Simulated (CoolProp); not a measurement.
Sulfur hexafluoride at several states: density (kg/m³) from the reference equation and from simpler models built on Tc = 45.6 °C, pc = 3.755 MPa, ω = 0.210; each cubic takes its own stable root.

The numbers come from the reference Helmholtz-energy equation of state, Guder 2009 in CoolProp.

```csv
T (°C),p (MPa),phase,reference
-19.05,0.324,gas,23.93
94.85,0.0112,gas,0.5350
235.05,1.71,gas,60.62
158.35,20.9,supercritical,1006
137.55,0.0668,gas,2.864
```

Q: How far does each simpler model (ideal gas, van der Waals, Redlich-Kwong, Peng-Robinson) lie from the reference over these 5 states: mean and median of the absolute difference, and the worst?

A: 
- ideal gas: mean 4.9 %, median 2.5 %, worst -15.4 % at 158.35 °C and 20.9 MPa
- van der Waals: mean 2.0 %, median 1.6 %, worst -6.3 % at 158.35 °C and 20.9 MPa
- Redlich-Kwong: mean 1.0 %, median 0.6 %, worst +3.2 % at 158.35 °C and 20.9 MPa
- Peng-Robinson: mean 0.8 %, median 0.3 %, worst +3.2 % at 158.35 °C and 20.9 MPa
